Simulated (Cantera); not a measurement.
A closed system holds: 1 mol PbO, 0.42 mol O2, 0.85 mol N2, a varied amount of H2, equilibrated at 13.3 mbar.

Cantera equilibrium calculation (NASA polynomials, part measured and part estimated; ideal gas, pure solids and liquids). Candidate condensed phases: H2O, Pb, PbO, PbO2, Pb3O4; 27 gas species. Each liquid is taken as pure. Mutual solubility and eutectic melting of coexisting phases are not modelled. The numbers say what is thermodynamically allowed, not how fast it happens.

Task: What condenses at these points (T in K, n(H2) in mol): (998, 0.97); (1298, 0.48); (698, 0.97); (1523, 0.61); (1598, 0.61); (1598, 1.2); (623, 3.2)?

Result: 
| T (K) | n(H2) in mol | condensed phases | Pb condensed (%) |
|---|---|---|---|
| 998 | 0.97 | Pb + PbO | 99.8 |
| 1298 | 0.48 | PbO | 94.8 |
| 698 | 0.97 | Pb + PbO | 100.0 |
| 1523 | 0.61 | gas only | 0.0 |
| 1598 | 0.61 | gas only | 0.0 |
| 1598 | 1.2 | gas only | 0.0 |
| 623 | 3.2 | Pb | 100.0 |
